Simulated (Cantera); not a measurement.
# Thermodynamics of fluorocarbon and chlorocarbon gases, feed CF₄ + H₂ + HCl

Charge: 1 mol CF₄, 8.7 mol H₂, 1.2 mol HCl, equilibrated at 1.20 Pa.

These are equilibrium values from Cantera (NASA tables, ideal gas, pure condensed phases), not measurements of a reactor. Candidate condensed phases: C, C₆H₆, C₇H₈, C₈H₁₈; 118 gas species. The numbers say what is thermodynamically allowed, not how fast it happens.

```csv
T (K),log p H₂,log p H,log p HF,log p HCl,log p Cl,log p F,n C(graphite)
1273,-5.17,-8.73,-5.39,-5.92,-9.55,-14.35,1.000
1373,-5.17,-8.06,-5.39,-5.92,-8.89,-13.28,1.000
1473,-5.17,-7.48,-5.39,-5.92,-8.32,-12.35,1.000
1573,-5.18,-6.98,-5.40,-5.92,-7.83,-11.54,1.000
1673,-5.18,-6.54,-5.40,-5.94,-7.40,-10.83,0.999
1773,-5.21,-6.15,-5.41,-5.97,-7.03,-10.19,0.998
1873,-5.25,-5.82,-5.43,-6.03,-6.72,-9.62,0.996
1973,-5.34,-5.54,-5.46,-6.15,-6.47,-9.09,0.993
2073,-5.50,-5.33,-5.50,-6.34,-6.31,-8.59,0.989
2173,-5.74,-5.19,-5.55,-6.63,-6.21,-8.10,0.980
```
log p: log10 of the partial pressure in bar; n: condensed amount in mol.

From 1273 K to 2173 K the condensed part is C(graphite). The main C-bearing gas is C₂H₂ (acetylene) throughout.
